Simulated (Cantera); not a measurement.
Cantera run, input and output.

```python
import numpy as np
import cantera as ct

gas = ct.Solution("gri30.yaml")
gas.TPX = 425, 860000, {'CH4': 1, 'C2H6': 0.79, 'O2': 5.24, 'N2': 13.6, 'CO2': 0.59}
flame = ct.FreeFlame(gas, width=0.0089)
flame.set_refine_criteria(ratio=3, slope=0.08, curve=0.16)
flame.transport_model = "mixture-averaged"
flame.solve(loglevel=0, auto=True)
z, T = flame.grid, flame.T
thick = (T[-1] - T[0]) / np.gradient(T, z).max()
show = ['CH4', 'C2H6', 'O2', 'NO', 'H2O', 'C2H']
print(f"laminar burning velocity  {flame.velocity[0] * 100:.3f} cm/s")
print(f"burnt temperature         {T[-1]:.1f} K")
print(f"thermal thickness         {thick * 1e3:.4f} mm")
print(f"grid points               {len(z)}")
z0 = z[flame.heat_release_rate.argmax()]
print(f"{'z/mm':>9s}{'T/K':>9s}{'u/(m/s)':>9s}" + "".join(f"{s:>11s}" for s in show))
rows = []
for k in (-3, -2, -1.5, -1, -0.5, -0.25, 0, 0.25, 0.5, 1, 2, 4, 8):
    zz = z0 + k * thick
    rows.append([k * thick, np.interp(zz, z, T), np.interp(zz, z, flame.velocity),
                 *(np.interp(zz, z, flame.X[gas.species_index(s)]) for s in show)])
    print(f"{rows[-1][0] * 1e3:9.3f}{rows[-1][1]:9.1f}{rows[-1][2]:9.3f}" + "".join(f"{x:11.3e}" for x in rows[-1][3:]))
```

Output:

```
laminar burning velocity  58.541 cm/s
burnt temperature         2520.8 K
thermal thickness         0.0485 mm
grid points               159
     z/mm      T/K  u/(m/s)        CH4       C2H6         O2         NO        H2O        C2H
   -0.146    425.2    0.586  4.708e-02  3.721e-02  2.468e-01  1.313e-10  5.086e-05  5.095e-30
   -0.097    427.1    0.589  4.696e-02  3.716e-02  2.463e-01  1.342e-09  4.181e-04  6.226e-27
   -0.073    436.5    0.603  4.657e-02  3.703e-02  2.452e-01  8.514e-09  2.043e-03  3.914e-24
   -0.049    514.3    0.716  4.416e-02  3.600e-02  2.375e-01  1.052e-07  1.325e-02  1.698e-19
   -0.024    993.3    1.413  3.139e-02  2.495e-02  1.899e-01  2.615e-06  6.810e-02  1.688e-11
   -0.012   1479.4    2.138  1.828e-02  9.677e-03  1.377e-01  8.627e-06  1.170e-01  2.330e-08
    0.000   1936.2    2.827  4.773e-03  4.311e-04  8.314e-02  1.753e-05  1.602e-01  1.371e-06
    0.012   2150.0    3.129  3.349e-04  6.736e-07  5.377e-02  2.916e-05  1.770e-01  7.709e-07
    0.024   2243.7    3.245  1.194e-05  3.779e-10  4.312e-02  3.966e-05  1.813e-01  3.322e-08
    0.049   2350.1    3.372  2.653e-08  4.136e-15  3.576e-02  5.679e-05  1.852e-01  4.844e-11
    0.097   2445.9    3.487  2.335e-12  4.125e-21  3.070e-02  8.650e-05  1.901e-01  2.099e-15
    0.194   2504.0    3.557  3.129e-14  1.636e-26  2.765e-02  1.390e-04  1.934e-01  1.162e-18
    0.388   2521.8    3.577  1.274e-15  3.300e-28  2.662e-02  2.359e-04  1.944e-01  3.533e-20
```

Computed with Cantera and GRI-Mech 3.0 (53 species, 325 reactions). Burning velocities carry a grid error of a few per cent, more on coarse grids.
